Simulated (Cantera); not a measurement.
A perfectly stirred reactor is fed with CH3OH : O2 : N2 = 0.0039 : 0.034 : 1 (molar parts), equivalence ratio 0.17, at 1000000 Pa; it is held at 1598 K, and followed from long to short residence time.

Detailed kinetics in Cantera: GRI-Mech 3.0 (53 species, 325 reactions). GRI-Mech 3.0 was tuned for natural gas; its chemistry of methanol as a main component is partial and can be far from experiment.

One state of this run: x CH3OH = 1.04e-7; x O2 = 0.0271; x HCO = 4.15e-11; x C2H4 = <1e-12; x CH3 = 6.14e-10; x CH2O = 6.64e-8. x: mole fraction; the columns are a selection and need not sum to one.

Q: Which value of τ (s) does it belong to?
(A) 3.2
(B) 20
(C) 0.013
(D) 1.3

A: D, 1.3
